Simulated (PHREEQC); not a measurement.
Dissolve 1.2 mmol/kgw H2SO4, 50 mmol/kgw K2SO4 and 0.54 mmol/kgw CO2 at 25 °C. Closed to the air; pH follows from the charge balance.

The numbers come from PHREEQC with the ion-association model, phreeqc.dat.

| quantity | before | after |
|---|---|---|
| pH | 3.10 | 5.00 |
| ionic strength (mol/kgw) | 0.134 | 0.136 |
| K+ (mol/kgw) | 0.0914 | 0.0912 |
| SO4-2 (mol/kgw) | 0.0412 | 0.0423 |
| KSO4- (mol/kgw) | 0.00861 | 0.00877 |
| HSO4- (mol/kgw) | 0.00142 | 1.80e-5 |

**Question.** What was changed between the two runs?
A) H2SO4 replaced by Li2SO4 at the same molality
B) H2SO4 replaced by NaHSO4 at the same molality
C) K2SO4 from 0.05 to 0.5 mol/kgw
D) 0.059 mol/kgw NaH2PO4 added
E) CO2 left out

**Answer.** A, H2SO4 replaced by Li2SO4 at the same molality

No solid was allowed to form.
